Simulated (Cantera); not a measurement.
A perfectly stirred reactor is fed with C3H8 : O2 : N2 = 1 : 3.57 : 13.4 (molar parts), equivalence ratio 1.4, at 9.38 atm; it is adiabatic with a 550 K inlet, and is followed from long to short residence time, starting on the burning branch (τ in s: 0.044, 0.021, 0.01, 0.0048, 0.0023, 0.0011, 0.00052, 0.00025, 0.00012, 5.6e-05, 2.7e-05).

Computed with Cantera and GRI-Mech 3.0 (53 species, 325 reactions). GRI-Mech 3.0 was tuned for natural gas; its chemistry of propane as a main component is partial and can be far from experiment.

Q: What does this change do: O2 3.57 to 2.6 parts?

A: 
```
quantity                                                                      before                                 after
------------------------------------------------  ----------------------------------  ------------------------------------
blow-out, bracketed by the residence times tried  burning at 56.0 µs, out at 27.0 µs  burning at 0.520 ms, out at 0.250 ms
x(C3H8) at τ = 44.0 ms                                                       1.48e-7                               5.92e-6
x(O2) at τ = 44.0 ms                                                         3.89e-5                              0.000851
x(CH2O) at τ = 44.0 ms                                                       7.64e-7                               7.47e-6
x(CH3) at τ = 44.0 ms                                                        1.23e-5                               9.14e-5
x(CO2) at τ = 44.0 ms                                                         0.0543                                0.0379
x(C3H8) at τ = 1.10 ms                                                       4.49e-6                              0.000260
x(O2) at τ = 1.10 ms                                                        0.000775                               0.00953
x(CH2O) at τ = 1.10 ms                                                       1.40e-5                              0.000132
x(CH3) at τ = 1.10 ms                                                       0.000180                              0.000321
x(CO2) at τ = 1.10 ms                                                         0.0545                                0.0279
```
